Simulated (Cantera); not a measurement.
Input: 1 mol PbO, 1.6 mol C, 5.9 mol H₂, 3.1 mol CO, equilibrated at 0.0133 bar.

Method: chemical equilibrium by Gibbs-energy minimisation in Cantera with the NASA 1993 tables (ideal gas, pure condensed phases). Candidate condensed phases: C, C₆H₆, C₇H₈, C₈H₁₈, H₂O, Pb, PbO, PbO₂, Pb₃O₄; 113 gas species. Rates play no part.

Problem. Which condensed phases are stable at each of these points (T (°C)): 577, 677, 777, 877, 977, 1077, 1177?

Solution. 
| T (°C) | condensed phases | Pb condensed (%) |
|---|---|---|
| 577 | C(graphite) + Pb(l) | 100.0 |
| 677 | C(graphite) + Pb(l) | 99.6 |
| 777 | C(graphite) + Pb(l) | 96.5 |
| 877 | C(graphite) + Pb(l) | 77.8 |
| 977 | C(graphite) | 0.0 |
| 1077 | C(graphite) | 0.0 |
| 1177 | C(graphite) | 0.0 |

From 577 °C to 877 °C the condensed part is C(graphite) + Pb(l). From 977 °C to 1177 °C the condensed part is C(graphite).
